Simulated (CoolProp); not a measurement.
R13 along the isotherm 442.9 K: Z from the reference equation and from simpler models built on Tc = 303.0 K, pc = 3973 kPa, ω = 0.175; each cubic takes its own stable root.

The numbers come from the reference Helmholtz-energy equation of state, Platzer 1990 in CoolProp. This equation is an older, rougher fit; its heat capacities, sound speeds and derivatives of the liquid may be far off and weren't checked against measurements.

```csv
p (kPa),phase,reference
1420,gas,0.9693
2840,gas,0.9392
4260,supercritical,0.9103
5680,supercritical,0.8834
7090,supercritical,0.8598
8510,supercritical,0.8400
9930,supercritical,0.8249
11400,supercritical,0.8149
12800,supercritical,0.8108
14200,supercritical,0.8119
15600,supercritical,0.8176
17000,supercritical,0.8273
18400,supercritical,0.8404
19900,supercritical,0.8576
```

**Question.** How far does each simpler model (van der Waals, Redlich-Kwong, Soave-Redlich-Kwong, Peng-Robinson) lie from the reference over these 14 states: mean and median of the absolute difference, and the worst?

**Answer.** 
- van der Waals: mean 5.8 %, median 5.9 %, worst -10.4 % at 442.9 K and 9930 kPa
- Redlich-Kwong: mean 3.4 %, median 4.0 %, worst -4.4 % at 442.9 K and 12800 kPa
- Soave-Redlich-Kwong: mean 3.3 %, median 4.0 %, worst +5.1 % at 442.9 K and 15600 kPa
- Peng-Robinson: mean 1.3 %, median 1.2 %, worst -2.1 % at 442.9 K and 19900 kPa
